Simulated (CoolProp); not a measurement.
Vapour-liquid equilibrium of propane (1) + R152A (2) at 13.15 °C; x and y are mole fractions of (1).

The numbers come from the multi-fluid Helmholtz-energy mixture model, Lemmon 2009 and Outcalt 1996; pair parameters Bell 2016 in CoolProp.

Problem. Give the bubble pressure and the first vapour's composition at x = 0.25, 0.55, 0.75. Is there an azeotrope?

Solution. x = 0.25: 6.703 bar, y = 0.475; x = 0.55: 7.680 bar, y = 0.638; x = 0.75: 7.800 bar, y = 0.734. y crosses x between x = 0.65 and 0.75: the model has an azeotrope there.

The pair parameters rest on a limited set of measurements; away from them the model extrapolates.
